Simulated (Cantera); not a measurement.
A Cantera script and its output.

```python
import numpy as np
import cantera as ct

gas = ct.Solution("gri30.yaml")
gas.TPX = 2025, 1000000, {'CH4': 1, 'CO2': 1.2, 'H2': 0.37}
reactor = ct.IdealGasConstPressureReactor(gas, energy="off", clone=False)
net = ct.ReactorNet([reactor])
net.rtol, net.atol = 1e-08, 1e-18
show = ['CH4', 'CO2', 'H2', 'C2H6', 'O']
times = np.geomspace(2e-05, 100, 14)

steps = ct.SolutionArray(gas, extra=["t"])
rows = []
print(f"{'t/s':>10s}{'T/K':>9s}{'P/Pa':>11s}" + "".join(f"{s:>11s}" for s in show))
for t in times:
    while net.time < t:
        t_next = net.step()
        steps.append(gas.state, t=t_next)
    rows.append([np.interp(t, steps.t, y) for y in (steps.T, steps.P, *steps(*show).X.T)])
    print(f"{t:10.3e}{rows[-1][0]:9.1f}{rows[-1][1]:11.4g}" + "".join(f"{x:11.3e}" for x in rows[-1][2:]))
rate = np.gradient(steps.T, steps.t)
print("integrator steps:", len(steps.t))
if steps.T.max() > steps.T[0] + 200:
    print(f"time of steepest temperature rise: {steps.t[rate.argmax()]:.4e} s")
gas.TPX = 2025, 1000000, {'CH4': 1, 'CO2': 1.2, 'H2': 0.37}
gas.equilibrate("TP")
print(f"equilibrium (TP): T = {gas.T:.1f} K  " + "  ".join(f"{s} {gas[s].X[0]:.3e}" for s in show))
```

It prints:

```
       t/s      T/K       P/Pa        CH4        CO2         H2       C2H6          O
 2.000e-05   2025.0      1e+06  2.481e-01  3.987e-01  2.437e-01  1.623e-03  3.562e-09
 6.551e-05   2025.0      1e+06  1.366e-01  2.937e-01  3.008e-01  4.923e-04  4.287e-09
 2.146e-04   2025.0      1e+06  5.204e-02  1.423e-01  2.778e-01  9.432e-05  6.398e-09
 7.030e-04   2025.0      1e+06  2.192e-02  5.892e-02  2.786e-01  1.978e-05  7.596e-09
 2.303e-03   2025.0      1e+06  1.629e-02  3.846e-02  3.426e-01  8.988e-06  6.183e-09
 7.543e-03   2025.0      1e+06  1.054e-02  2.189e-02  4.111e-01  3.258e-06  4.510e-09
 2.471e-02   2025.0      1e+06  5.152e-03  1.192e-02  4.582e-01  7.479e-07  3.034e-09
 8.094e-02   2025.0      1e+06  1.259e-03  8.092e-03  4.788e-01  4.541e-08  2.252e-09
 2.651e-01   2025.0      1e+06  1.200e-05  7.608e-03  4.821e-01  4.624e-12  2.135e-09
 8.685e-01   2025.0      1e+06  5.493e-06  7.607e-03  4.821e-01  9.817e-13  2.135e-09
 2.845e+00   2025.0      1e+06  5.493e-06  7.607e-03  4.821e-01  9.817e-13  2.135e-09
 9.319e+00   2025.0      1e+06  5.493e-06  7.607e-03  4.821e-01  9.817e-13  2.135e-09
 3.053e+01   2025.0      1e+06  5.493e-06  7.607e-03  4.821e-01  9.817e-13  2.135e-09
 1.000e+02   2025.0      1e+06  5.493e-06  7.607e-03  4.821e-01  9.817e-13  2.135e-09
integrator steps: 2241
equilibrium (TP): T = 2025.0 K  CH4 6.096e-06  CO2 7.607e-03  H2 4.821e-01  C2H6 1.185e-12  O 2.135e-09
```

Computed with Cantera and GRI-Mech 3.0 (53 species, 325 reactions).
